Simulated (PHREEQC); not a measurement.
A solution holds 0.035 mol/kgw NaHCO3 and 8.9e-05 mol/kgw K2HPO4, at 45 °C. Closed to the air; pH follows from the charge balance.

Model: ion-association model, phreeqc.dat, run in PHREEQC.

Each row changes one thing in this solution. Precipitation was switched off in this run.

```csv
case,pH,ionic strength (mol/kgw),HCO3- (mol/kgw),CO2 (mol/kgw),NaHCO3 (mol/kgw),CO3-2 (mol/kgw)
as made,7.96,0.0349,0.0334,0.000594,0.000407,0.000325
0.00075 mol/kgw CO2 added,7.71,0.0349,0.0339,0.00108,0.000415,0.000185
temperature from 45 to 55 °C,7.89,0.0348,0.0332,0.000687,0.000383,0.000304
NaHCO3 from 0.035 to 0.0525 mol/kgw,___,0.0519,0.0497,0.000974,0.000852,0.000461
K2HPO4 replaced by KH2PO4 at the same molality,___,0.0348,0.0334,0.000640,0.000407,0.000302
```

Problem. Complete the blanks.

Solution. 
- NaHCO3 from 0.035 to 0.0525 mol/kgw, pH: 7.91
- K2HPO4 replaced by KH2PO4 at the same molality, pH: 7.93

Constants without temperature data keep their 25 °C values here.
